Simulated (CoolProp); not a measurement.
Decamethylcyclopentasiloxane (D5) along the isotherm 620 K: Z from the reference equation and from simpler models built on Tc = 618.3 K, pc = 1078 kPa, ω = 0.631; each cubic takes its own stable root.

The numbers come from the reference Helmholtz-energy equation of state, Thol 2019 in CoolProp.

| p (kPa) | phase | reference | van der Waals | Redlich-Kwong | Soave-Redlich-Kwong | Peng-Robinson |
|---|---|---|---|---|---|---|
| 8.52 | gas | 0.9972 | 0.9977 | 0.9973 | 0.9973 | 0.9970 |
| 12.5 | gas | 0.9959 | 0.9966 | 0.9961 | 0.9961 | 0.9956 |
| 18.4 | gas | 0.9940 | 0.9949 | 0.9942 | 0.9942 | 0.9936 |
| 26.9 | gas | 0.9911 | 0.9926 | 0.9915 | 0.9915 | 0.9906 |
| 39.5 | gas | 0.9870 | 0.9891 | 0.9875 | 0.9875 | 0.9861 |
| 58 | gas | 0.9808 | 0.9839 | 0.9816 | 0.9817 | 0.9796 |
| 85.2 | gas | 0.9716 | 0.9762 | 0.9728 | 0.9729 | ___ |
| 125 | gas | ___ | 0.9648 | 0.9598 | 0.9599 | ___ |
| 184 | gas | 0.9371 | 0.9474 | 0.9400 | 0.9402 | 0.9338 |
| 269 | gas | 0.9060 | 0.9213 | 0.9106 | 0.9109 | 0.9016 |
| 395 | gas | 0.8569 | 0.8800 | 0.8644 | 0.8649 | 0.8515 |
| 580 | gas | 0.7765 | 0.8120 | 0.7892 | 0.7901 | 0.7711 |
| 852 | gas | 0.6266 | 0.6830 | 0.6503 | 0.6524 | 0.6264 |
| 1250 | supercritical | ___ | 0.3056 | 0.2601 | ___ | 0.2390 |
| 1840 | supercritical | 0.2583 | 0.3823 | 0.3145 | 0.3159 | 0.2847 |
| 2690 | supercritical | 0.3505 | 0.5103 | 0.4115 | ___ | 0.3710 |

### Question
Complete the blanks.

### Answer

- 85.2, Peng-Robinson: 0.9699
- 125, reference: 0.9579
- 125, Peng-Robinson: 0.9555
- 1250, reference: 0.2026
- 1250, Soave-Redlich-Kwong: 0.2632
- 2690, Soave-Redlich-Kwong: 0.4126
